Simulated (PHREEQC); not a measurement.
Model water analysis in mg/L, 25 °C, pH 2.41, pe 10.4: Na 788; K 58.1; Ca 266; Mg 9.38; Cl 677; S(6) as SO4 1750; P as PO4 3.32.

Valence states are taken as typed.

Equilibrium calculation in PHREEQC: ion-association model, phreeqc.dat.

```
quantity                    before    after
-------------------------  -------  -------
ionic strength (mol/kgw)    0.0663   0.0944
SO4-2 (mol/kgw)             0.0127   0.0269
Ca+2 (mol/kgw)             0.00467  0.00385
CaSO4 (mol/kgw)            0.00193  0.00272
K+ (mol/kgw)               0.00144  0.00140
SI of Gypsum (CaSO4:2H2O)    -0.38    -0.23
SI of Halite (NaCl)          -4.95    -4.99
```

Name the change that produced these shifts.
A) Ca from 266 to 532 mg/L
B) all concentrations times 3 at the same typed pH
C) S(6) from 1750 to 3500 mg/L

C, S(6) from 1750 to 3500 mg/L

This is a speciation only: nothing precipitates in the calculation.
